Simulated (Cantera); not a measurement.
What does this Cantera script print?

```python
import numpy as np
import cantera as ct

gas = ct.Solution("SiF4_NH3_mec.yaml", "gas")
gas.TPX = 2375, 47000, {'NH3': 0.26, 'N2': 0.19}
reactor = ct.IdealGasConstPressureReactor(gas, energy="off", clone=False)
net = ct.ReactorNet([reactor])
net.rtol, net.atol = 1e-08, 1e-18
show = ['NH3', 'NH2', 'H', 'N2', 'N2H2', 'N']
times = np.geomspace(1e-05, 200, 15)

steps = ct.SolutionArray(gas, extra=["t"])
rows = []
print(f"{'t/s':>10s}{'T/K':>9s}{'P/Pa':>11s}" + "".join(f"{s:>11s}" for s in show))
for t in times:
    while net.time < t:
        t_next = net.step()
        steps.append(gas.state, t=t_next)
    rows.append([np.interp(t, steps.t, y) for y in (steps.T, steps.P, *steps(*show).X.T)])
    print(f"{t:10.3e}{rows[-1][0]:9.1f}{rows[-1][1]:11.4g}" + "".join(f"{x:11.3e}" for x in rows[-1][2:]))
rate = np.gradient(steps.T, steps.t)
print("integrator steps:", len(steps.t))
if steps.T.max() > steps.T[0] + 200:
    print(f"time of steepest temperature rise: {steps.t[rate.argmax()]:.4e} s")
gas.TPX = 2375, 47000, {'NH3': 0.26, 'N2': 0.19}
gas.equilibrate("TP")
print(f"equilibrium (TP): T = {gas.T:.1f} K  " + "  ".join(f"{s} {gas[s].X[0]:.3e}" for s in show))
```

Result:

```
       t/s      T/K       P/Pa        NH3        NH2          H         N2       N2H2          N
 1.000e-05   2375.0    4.7e+04  5.755e-01  1.717e-03  8.895e-06  4.218e-01  1.293e-06  3.936e-08
 3.323e-05   2375.0    4.7e+04  5.698e-01  4.488e-03  2.437e-05  4.213e-01  1.212e-05  3.505e-07
 1.104e-04   2375.0    4.7e+04  5.490e-01  5.204e-03  8.655e-05  4.220e-01  1.947e-05  1.630e-06
 3.669e-04   2375.0    4.7e+04  4.862e-01  4.165e-03  2.382e-04  4.254e-01  1.575e-05  4.673e-06
 1.219e-03   2375.0    4.7e+04  3.353e-01  2.863e-03  6.171e-04  4.331e-01  9.331e-06  8.438e-06
 4.051e-03   2375.0    4.7e+04  1.168e-01  1.324e-03  1.545e-03  4.442e-01  2.651e-06  1.066e-05
 1.346e-02   2375.0    4.7e+04  4.175e-03  1.414e-04  5.702e-03  4.492e-01  7.795e-08  1.198e-05
 4.472e-02   2375.0    4.7e+04  1.513e-05  1.374e-06  1.516e-02  4.473e-01  1.874e-11  8.522e-07
 1.486e-01   2375.0    4.7e+04  2.938e-06  2.671e-07  1.518e-02  4.473e-01  2.947e-12  1.662e-07
 4.938e-01   2375.0    4.7e+04  1.530e-06  1.391e-07  1.518e-02  4.473e-01  2.494e-12  8.660e-08
 1.641e+00   2375.0    4.7e+04  1.483e-06  1.348e-07  1.518e-02  4.473e-01  2.484e-12  8.392e-08
 5.452e+00   2375.0    4.7e+04  1.483e-06  1.348e-07  1.518e-02  4.473e-01  2.484e-12  8.392e-08
 1.811e+01   2375.0    4.7e+04  1.483e-06  1.348e-07  1.518e-02  4.473e-01  2.484e-12  8.392e-08
 6.019e+01   2375.0    4.7e+04  1.483e-06  1.348e-07  1.518e-02  4.473e-01  2.484e-12  8.392e-08
 2.000e+02   2375.0    4.7e+04  1.483e-06  1.348e-07  1.518e-02  4.473e-01  2.484e-12  8.392e-08
integrator steps: 1750
equilibrium (TP): T = 2375.0 K  NH3 1.483e-06  NH2 1.348e-07  H 1.518e-02  N2 4.473e-01  N2H2 2.484e-12  N 8.392e-08
```

Detailed kinetics in Cantera: the gas-phase N/H chemistry of the illustrative SiF4/NH3 mechanism in the Surface Chemkin manual (1991). Walls and surfaces, which speed up NH3 decomposition in real reactors, are not modelled.
